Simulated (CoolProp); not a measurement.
A closed Brayton cycle with carbon dioxide: compressor inlet 330.15 K and 8.6 MPa, high pressure 26.4 MPa, turbine inlet 790 K, compressor efficiency 0.85, turbine efficiency 0.9, recuperator effectiveness 0.95 (on enthalpy, no pinch check). Each further row changes one setting.

The numbers come from the reference Helmholtz-energy equation of state, Span 1996 in CoolProp.

```csv
case,thermal efficiency (%),net work (kJ/kg),compressor to turbine work,compressor exit (K),turbine exit (K)
as stated,33.2,76.5,0.45,426.4,659.8
turbine inlet 740 K,30.4,66.1,0.48,426.4,614.4
compressor inlet 340.15 K,31.5,69.6,0.50,442.9,659.8
high pressure 22.4 MPa,33.3,68.9,0.42,411.9,678.3
recuperator effectiveness 0.5,21.8,76.5,0.45,426.4,659.8
```
